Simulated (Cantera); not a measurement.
Charge: 1 mol Si, 0.14 mol H₂O, 710 mol N₂, at 1 atm.

Equilibrium computed with Cantera from the NASA thermochemical tables; the gas is ideal and each condensed phase is pure. Candidate condensed phases: H₂O, Si, SiO₂, Si₂N₂O, Si₃N₄; 35 gas species. Mutual solubility and eutectic melting of coexisting phases are not modelled. Equilibrium is a limit: real reactors are often held back by kinetics, nucleation or transport.

Task: At 1477 °C, list the 3 most abundant gas species with their mole fractions, and the condensed phases.

Result: N₂ 1.000, H₂ 0.000196, SiO 2.23e-5. Condensed: Si₂N₂O(s) + Si₃N₄(s).
